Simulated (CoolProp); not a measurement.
Ethanol along the isobar 0.755 MPa: fugacity coefficient from the reference equation and from simpler models built on Tc = 514.7 K, pc = 6.268 MPa, ω = 0.644; each cubic takes its own stable root.

Model: reference Helmholtz-energy equation of state, Schroeder 2014, in CoolProp.

| T (K) | phase | reference |
|---|---|---|
| 183 | liquid | 1.097e-7 |
| 207.9 | liquid | 4.304e-6 |
| 232.9 | liquid | 7.340e-5 |
| 257.8 | liquid | 0.0006828 |
| 282.7 | liquid | 0.004114 |
| 307.6 | liquid | 0.01784 |
| 332.5 | liquid | 0.05994 |
| 357.4 | liquid | 0.1642 |
| 382.3 | liquid | 0.3812 |
| 407.3 | liquid | 0.7730 |
| 432.2 | gas | 0.9158 |
| 457.1 | gas | 0.9362 |

**Question.** How far does each simpler model (Redlich-Kwong, Peng-Robinson) lie from the reference over these 12 states: mean and median of the absolute difference, and the worst?

**Answer.** 
- Redlich-Kwong: mean 4935.4 %, median 638.0 %, worst +34257.3 % at 183 K and 0.755 MPa
- Peng-Robinson: mean 11.7 %, median 4.1 %, worst -56.5 % at 183 K and 0.755 MPa

At some of these states Redlich-Kwong gives the other phase, because its saturation line lies elsewhere.
